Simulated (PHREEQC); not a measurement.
Solution (35 °C): 0.16 mol FeCl3, 0.042 mol CaCl2, 3.8e-05 mol H2SO4 and 0.00014 mol NaCl per kg of water. Closed to the air; pH follows from the charge balance.

Equilibrium calculation in PHREEQC: ion-association model, phreeqc.dat.

No solid was allowed to form.

### Question
Predict the pH.

### Answer
pH 1.87.

### Question
In which forms is Fe present?

### Answer
FeCl+2 60 %, FeCl2+ 15 %, Fe+3 14 %, Fe2(OH)2+4 5.6 %, FeOH+2 4.7 %, Fe3(OH)4+5 0.5 % of the Fe.

Examples of supersaturated solids here: Hematite (slow to form), Goethite (slow to form). Others may be too. Complexes and solids missing from the database can't appear.
